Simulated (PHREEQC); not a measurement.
## Metal-bearing waste water: an equilibrium model

Solution (20 °C): 0.11 mol/kgw ZnSO4, 0.02 mol/kgw H3AsO4 and 0.0001 mol/kgw Na2SO4. Closed to the air; pH follows from the charge balance.

Computed with PHREEQC (ion-association model, wateq4f.dat).

Precipitation was switched off in this run.

Predict the pH, ionic strength.

pH 2.32; ionic strength 0.226 mol/kgw.

In which forms is As present?

H2AsO4- 61 %, H3AsO4 39 % of the As.

Species that the database lacks are ignored. The database has no arsenate complexes of Zn.
